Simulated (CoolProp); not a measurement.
Properties of carbon monoxide along the isobar 2380 kPa.

Computed with CoolProp (reference Helmholtz-energy equation of state, Lemmon 2006). It is a short technical equation, of lower accuracy than the large ones.

```csv
T (K),phase,density (kg/m³),Joule-Thomson coefficient (K/MPa),expansivity (1/kK)
85.6,liquid,(withheld),(withheld),5.588
99,liquid,718.9,-0.1871,7.071
112.4,liquid,641.6,0.1091,10.47
125.8,gas,102.6,(withheld),39.63
139.2,gas,75.04,9.862,16.04
152.6,gas,(withheld),8.200,11.29
166,gas,54.88,6.986,9.004
179.4,gas,49.13,6.052,7.607
192.8,gas,44.67,5.307,(withheld)
206.2,gas,(withheld),4.697,5.933
219.6,gas,38.08,4.187,5.380
233,gas,35.54,3.753,4.934
246.4,gas,33.35,(withheld),4.567
259.8,gas,31.44,3.054,4.256
273.2,gas,29.75,2.768,3.990
286.6,gas,28.24,(withheld),3.759
```

What belongs in the gaps?


- 85.6, density (kg/m³): 781.7
- 85.6, Joule-Thomson coefficient (K/MPa): -0.3131
- 125.8, Joule-Thomson coefficient (K/MPa): 12.21
- 152.6, density (kg/m³): 62.78
- 192.8, expansivity (1/kK): 6.645
- 206.2, density (kg/m³): 41.07
- 246.4, Joule-Thomson coefficient (K/MPa): 3.380
- 286.6, Joule-Thomson coefficient (K/MPa): 2.513
